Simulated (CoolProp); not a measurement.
Saturation properties of C3F8 (R218).

Computed with CoolProp (reference Helmholtz-energy equation of state, Lemmon 2006). It is a short technical equation, of lower accuracy than the large ones.

```tsv
T (K)	p (bar)	liquid density (kg/m³)	enthalpy of vaporisation (kJ/kg)	liquid cp (kJ/(kg K))	surface tension (mN/m)	liquid conductivity (mW/(m K))
254.3	2.135	1539	98.19	1.018	8.43	57.1
264.6	3.109	1494	93.78	1.046	7.27	54.3
274.8	4.371	1447	89.01	1.078	6.16	51.5
285	5.985	1396	83.76	1.115	5.08	48.8
295.3	8.027	1340	77.80	1.161	4.04	46.0
305.5	10.52	1278	71.04	1.221	3.05	43.4
315.7	13.56	1206	63.03	1.311	2.11	40.9
326	17.28	1117	52.90	1.480	1.24	38.5
336.2	21.73	993.5	38.60	2.009	0.486	36.9
```

It boils at 236.4 K under 1 atm.

Thermal conductivity comes from a separate model (Huber 2003), an estimate that may be off by 10 % or more. Surface tension comes from a separate correlation (Mulero 2012).
